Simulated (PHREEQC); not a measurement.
A solution holds 0.26 mol CuSO4, 0.75 mol HCl and 0.00093 mol NaCl per kg of water, at 25 °C. Closed to the air; pH follows from the charge balance.

Computed with PHREEQC (ion-association model, wateq4f.dat).

Precipitation was switched off in this run.

**Question.** Estimate the pH.

**Answer.** pH 0.40.

**Question.** In which forms is Cu present?

**Answer.** Cu+2 66 %, CuCl+ 24 %, CuSO4 7.2 %, CuCl2 2.4 % of the Cu.

Caution: at this ionic strength the ion-association model is outside its range; a Pitzer model would be the better tool where its parameters exist.
